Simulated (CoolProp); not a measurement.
R245fa at several states: fugacity coefficient from the reference equation and from simpler models built on Tc = 153.9 °C, pc = 36.51 bar, ω = 0.378; each cubic takes its own stable root.

Model: reference Helmholtz-energy equation of state, Akasaka 2015, in CoolProp.

| T (°C) | p (bar) | phase | reference | van der Waals | Redlich-Kwong |
|---|---|---|---|---|---|
| 161.45 | 68.6 | supercritical | (withheld) | 0.4784 | 0.4501 |
| 28.35 | 39.3 | liquid | 0.04687 | 0.2068 | (withheld) |
| 46.75 | 12.2 | liquid | 0.2424 | 0.7111 | (withheld) |
| 75.05 | 0.196 | gas | 0.9962 | 0.9974 | 0.9967 |

**Question.** Some entries are withheld; supply them.

**Answer.** 
- 161.45, reference: 0.4431
- 28.35, Redlich-Kwong: 0.09457
- 46.75, Redlich-Kwong: 0.4133
